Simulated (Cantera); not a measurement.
A Cantera script and what it prints.

```python
import numpy as np
import cantera as ct

gas_names = """
    C CH CH2 CH3 CH4 C2 C2H C2H2,acetylene C2H2,vinylidene C2H3,vinyl C2H4 C2H5 C2H6 C3 C3H3,propargyl
    C3H4,allene C3H4,propyne C3H4,cyclo- C3H5,allyl C3H6,propylene C3H6,cyclo- C3H7,n-propyl
    C3H7,i-propyl C3H8 C4 C4H2 C4H4,1,3-cyclo- C4H6,butadiene C4H6,2-butyne C4H6,cyclo- C4H8,1-butene
    C4H8,cis2-buten C4H8,tr2-butene C4H8,isobutene C4H8,cyclo- C4H9,n-butyl C4H9,i-butyl C4H9,s-butyl
    C4H9,t-butyl C4H10,isobutane C4H10,n-butane C5 C5H6,1,3cyclo- C5H8,cyclo- C5H10,1-pentene
    C5H10,cyclo- C5H11,pentyl C5H11,t-pentyl C5H12,n-pentane C5H12,i-pentane CH3C(CH3)2CH3 C6H2
    C6H5,phenyl C6H6 C6H10,cyclo- C6H12,1-hexene C6H12,cyclo- C6H13,n-hexyl C7H7,benzyl C7H8
    C7H14,1-heptene C7H15,n-heptyl C7H16,n-heptane C8H8,styrene C8H10,ethylbenz C8H16,1-octene
    C8H17,n-octyl C8H18,isooctane C8H18,n-octane C9H19,n-nonyl C10H8,naphthale C10H21,n-decyl
    C12H9,o-bipheny C12H10,bipheny H H2 Si SiC SiC2 SiC4H12 SiH SiH2 SiH3 SiH4 Si2 Si2C Si3
""".split()
cond_names = """
    C(gr) C6H6(L) C7H8(L) C8H18(L),n-octa Si(cr) Si(L) SiC(b)
""".split()


def load(file, names, dense=False):
    # The tables refer to 1 bar. Condensed volumes are neglected.
    table = {s.name: s for s in ct.Species.list_from_file(file)}
    out = []
    for n in names:
        d = dict(table[n].input_data)
        d["thermo"] = dict(d["thermo"], **{"reference-pressure": 1e5})
        if dense:
            d["equation-of-state"] = {"model": "constant-volume", "density": "1e6 g/cm^3"}
        out.append(ct.Species.from_dict(d))
    return out


gas = ct.Solution(thermo="ideal-gas", species=load("nasa_gas.yaml", gas_names))
cond = {s.name: ct.Solution(thermo="fixed-stoichiometry", species=[s], name=s.name)
        for s in load("nasa_condensed.yaml", cond_names, dense=True)}
atoms = {
    'CH3SiH3': {'C': 1, 'H': 6, 'Si': 1},
    'C2H4': {'C': 2, 'H': 4},
    'H2': {'H': 2},
}
top_T = {'C(gr)': 4500, 'SiC(b)': 3050}  # K; cautious upper limits of use, not melting points


def equilibrate(T, P, feed):
    n = {}
    for name, mol in feed.items():
        for a, k in atoms[name].items():
            n[a] = n.get(a, 0.0) + k * mol
    gas.TPX = T, P, n
    mass = sum(n.values()) * gas.mean_molecular_weight
    gas.equilibrate("TP")
    valid = [c for c in cond.values() if c.min_temp <= T <= top_T.get(c.name, c.max_temp)]
    mix = ct.Mixture([(gas, mass / gas.mean_molecular_weight)] + [(c, 0.0) for c in valid])
    mix.T, mix.P = T, P
    mix.equilibrate("TP", solver="vcs", rtol=1e-11, max_steps=5000)
    return mix


results = []
feed = {'CH3SiH3': 1, 'C2H4': 0.016, 'H2': 41}  # mol
P = 13332.2  # Pa
for T in [1350, 1450, 1550, 1650, 1750, 1850, 1950, 2050, 2150, 2250, 2350]:
    mix = equilibrate(T, P, feed)
    results.append((T, P, feed, dict(zip(mix.species_names, mix.species_moles))))
    x = sorted(zip(gas.X, gas.species_names), reverse=True)
    print(f"T = {T:g} K  P = {P:g} Pa  gas = {mix.phase_moles(0):.4g} mol")
    print("   x: " + "  ".join(f"{s} {v:.3e}" for v, s in x if v > 1e-06))
    print("   condensed (mol): " + ("  ".join(f"{mix.phase(i).name} {mix.phase_moles(i):.4g}"
          for i in range(1, mix.n_phases) if mix.phase_moles(i) > 1e-12) or "none"))
```

It prints:

```
T = 1350 K  P = 13332.2 Pa  gas = 44 mol
   x: H2 9.993e-01  CH4 7.245e-04  H 6.525e-06  C2H2,acetylene 1.103e-06
   condensed (mol): SiC(b) 1
T = 1450 K  P = 13332.2 Pa  gas = 44.01 mol
   x: H2 9.995e-01  CH4 4.398e-04  H 2.590e-05  C2H2,acetylene 4.873e-06
   condensed (mol): C(gr) 0.01218  SiC(b) 1
T = 1550 K  P = 13332.2 Pa  gas = 44.02 mol
   x: H2 9.996e-01  CH4 2.708e-04  H 8.624e-05  C2H2,acetylene 1.604e-05
   condensed (mol): C(gr) 0.01861  SiC(b) 1
T = 1650 K  P = 13332.2 Pa  gas = 44.03 mol
   x: H2 9.995e-01  H 2.487e-04  CH4 1.770e-04  C2H2,acetylene 4.559e-05
   condensed (mol): C(gr) 0.02012  SiC(b) 1
T = 1750 K  P = 13332.2 Pa  gas = 44.04 mol
   x: H2 9.991e-01  H 6.367e-04  CH4 1.215e-04  C2H2,acetylene 1.148e-04  CH3 1.572e-06
   condensed (mol): C(gr) 0.01645  SiC(b) 1
T = 1850 K  P = 13332.2 Pa  gas = 44.06 mol
   x: H2 9.982e-01  H 1.474e-03  C2H2,acetylene 2.611e-04  CH4 8.696e-05  CH3 2.587e-06  Si 1.455e-06  SiH2 1.266e-06
   condensed (mol): C(gr) 0.005133  SiC(b) 0.9999
T = 1950 K  P = 13332.2 Pa  gas = 44.1 mol
   x: H2 9.964e-01  H 3.134e-03  C2H2,acetylene 3.438e-04  CH4 5.118e-05  Si 1.020e-05  SiH2 4.511e-06  CH3 3.207e-06  SiH 2.843e-06
   condensed (mol): SiC(b) 0.9992
T = 2050 K  P = 13332.2 Pa  gas = 44.17 mol
   x: H2 9.933e-01  H 6.192e-03  C2H2,acetylene 3.911e-04  Si 6.250e-05  CH4 2.988e-05  SiH2 1.501e-05  SiH 1.376e-05  CH3 3.659e-06  Si2C 2.104e-06  SiC2 1.204e-06
   condensed (mol): SiC(b) 0.9957
T = 2150 K  P = 13332.2 Pa  gas = 44.3 mol
   x: H2 9.875e-01  H 1.148e-02  C2H2,acetylene 5.433e-04  Si 2.901e-04  SiH 5.145e-05  SiH2 3.991e-05  CH4 2.035e-05  Si2C 1.428e-05  SiC2 6.515e-06  CH3 4.571e-06
   condensed (mol): SiC(b) 0.9815
T = 2250 K  P = 13332.2 Pa  gas = 44.53 mol
   x: H2 9.775e-01  H 2.011e-02  Si 1.008e-03  C2H2,acetylene 9.859e-04  SiH 1.464e-04  SiH2 8.314e-05  Si2C 6.989e-05  SiC2 3.513e-05  CH4 1.655e-05  CH3 6.459e-06  Si2 4.030e-06
   condensed (mol): SiC(b) 0.9367
T = 2350 K  P = 13332.2 Pa  gas = 44.94 mol
   x: H2 9.606e-01  H 3.348e-02  Si 2.844e-03  C2H2,acetylene 2.062e-03  SiH 3.426e-04  Si2C 2.690e-04  SiC2 1.808e-04  SiH2 1.457e-04  Si2 1.580e-05  CH4 1.493e-05  CH3 9.677e-06  C2H 3.673e-06  C4H2 1.817e-06
   condensed (mol): SiC(b) 0.8164
```

These are equilibrium values from Cantera (NASA tables, ideal gas, pure condensed phases), not measurements of a reactor. The feed counts by its element totals alone. Gases not in the tables: Si2H6 and higher silanes.
